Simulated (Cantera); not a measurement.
Mixture: CO : H2 : CH4 : O2 : N2 = 1 : 0.048 : 0.17 : 0.72 : 2.71 (molar parts), equivalence ratio 1.2, at 1500 Torr, adiabatic and at constant pressure. Ignition delay is the time to a rise of 400 K.

Cantera simulation using GRI-Mech 3.0 (53 species, 325 reactions); the numbers are that mechanism's predictions, not measurements.

Task: What does this change do: N2 2.71 to 6.6 parts?

Result: 
| quantity | before | after |
|---|---|---|
| delay at 1250 K | 0.954 ms | 1.87 ms |
| delay at 1450 K | 0.208 ms | 0.399 ms |
| delay at 1650 K | 65.8 µs | 0.136 ms |
| delay at 1850 K | 26.6 µs | 75.0 µs |
| delay at 2050 K | 13.2 µs | 66.2 µs |
Where the delays flatten at high temperature, the 400 K rule measures the pace of heat release, not the induction time.

Task: What does this change do: pressure from 1500 Torr to 750 Torr?

Result: 
```csv
quantity,before,after
delay at 1250 K,0.954 ms,1.54 ms
delay at 1450 K,0.208 ms,0.352 ms
delay at 1650 K,65.8 µs,0.120 ms
delay at 1850 K,26.6 µs,50.9 µs
delay at 2050 K,13.2 µs,26.8 µs
apparent activation energy between 1850 and 2050 K,110 kJ/mol,100 kJ/mol
```
